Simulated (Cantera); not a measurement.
## Adiabatic ignition

An adiabatic, constant-volume homogeneous reactor starts with CH₄ : O₂ : N₂ = 1 : 1.43 : 5.37 (molar parts), at 1050 K and 760 Torr.

Detailed kinetics in Cantera: GRI-Mech 3.0 (53 species, 325 reactions).

```tsv
t (s)	T (K)	P (bar)	x CH₄	x O₂	x CO	x N₂O	x H
2.00e-6	1050	1.01	0.128	0.183	<1e-12	<1e-12	<1e-12
5.49e-6	1050	1.01	0.128	0.183	<1e-12	<1e-12	<1e-12
1.51e-5	1050	1.01	0.128	0.183	<1e-12	<1e-12	<1e-12
4.13e-5	1050	1.01	0.128	0.183	<1e-12	<1e-12	<1e-12
0.000113	1050	1.01	0.128	0.183	<1e-12	<1e-12	<1e-12
0.000311	1050	1.01	0.128	0.183	<1e-12	<1e-12	<1e-12
0.000854	1050	1.01	0.128	0.183	1.63e-12	<1e-12	2.20e-12
0.00234	1050	1.01	0.128	0.183	4.09e-11	<1e-12	9.73e-12
0.00643	1050	1.01	0.128	0.183	1.44e-9	<1e-12	5.23e-11
0.0176	1050	1.01	0.128	0.183	5.10e-8	1.25e-12	1.11e-10
0.0484	1050	1.01	0.128	0.183	7.75e-7	4.51e-12	1.73e-10
0.133	1051	1.01	0.128	0.183	9.79e-6	2.11e-11	4.56e-10
0.364	1058	1.02	0.127	0.182	0.000235	1.83e-10	4.29e-9
1.00	2775	2.91	<1e-12	0.00120	0.0824	2.06e-7	0.0105
```
x: mole fraction; the columns are a selection and need not sum to one.

| Quantity | Value |
|---|---|
| time of steepest temperature rise | 0.535 s |
| temperature at 1.00 s | 2775 K |
| equilibrium temperature | 2775 K |
| x(CH₄) at 1.00 s | <1e-12 (gas-phase equilibrium 1.00e-12) |
| x(O₂) at 1.00 s | 0.00120 (gas-phase equilibrium 0.00120) |
| x(CO) at 1.00 s | 0.0824 (gas-phase equilibrium 0.0824) |
